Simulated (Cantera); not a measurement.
A closed system holds: 1 mol Si, 0.71 mol H2O, 810 mol H2, 0.053 mol N2O, equilibrated at 1 atm.

These are equilibrium values from Cantera (NASA tables, ideal gas, pure condensed phases), not measurements of a reactor. Candidate condensed phases: H2O, Si, SiO2, Si2N2O, Si3N4; 35 gas species. Mutual solubility and eutectic melting of coexisting phases are not modelled. The tables hold silica as quartz up to 1696 K and as liquid above; real silica turns to tridymite and cristobalite and melts near 1996 K. Gases not in the tables: Si2H6 and higher silanes. Equilibrium is a limit: real reactors are often held back by kinetics, nucleation or transport.

Q: What share of the Si ends up in condensed phases as a function of T (K), at 948, 1048, 1148, 1248, 1348, 1448, 1548, 1648, 1748, 1848, 1948?

A: 
| T (K) | Si condensed (%) | as |
|---|---|---|
| 948 | 100.0 | Si(s) + SiO2(β-quartz) + Si2N2O(s) |
| 1048 | 100.0 | Si(s) + SiO2(β-quartz) + Si2N2O(s) |
| 1148 | 99.9 | Si(s) + SiO2(β-quartz) + Si2N2O(s) |
| 1248 | 99.8 | Si(s) + SiO2(β-quartz) + Si2N2O(s) |
| 1348 | 98.0 | Si(s) + SiO2(β-quartz) + Si2N2O(s) |
| 1448 | 84.3 | Si(s) + SiO2(β-quartz) + Si2N2O(s) |
| 1548 | 29.0 | Si(s) + Si2N2O(s) |
| 1648 | 27.0 | Si(s) + Si2N2O(s) |
| 1748 | 21.8 | Si(l) |
| 1848 | 19.3 | Si(l) |
| 1948 | 13.9 | Si(l) |
